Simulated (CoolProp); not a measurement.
Values from CoolProp's reference Helmholtz-energy equation of state, de Reuck 1990.

Q: Give the vapour pressure (MPa), liquid density (kg/m³), enthalpy of vaporisation (kJ/kg), vapour Z of saturated fluorine at 97.1, 99, 104.7 K.

A: 
```
T (K)  p (MPa)  liquid density (kg/m³)  enthalpy of vaporisation (kJ/kg)  vapour Z
-----  -------  ----------------------  --------------------------------  --------
97.1     0.336                    1410                               162     0.922
99       0.394                    1400                               160     0.914
104.7    0.614                    1350                               152     0.884
```
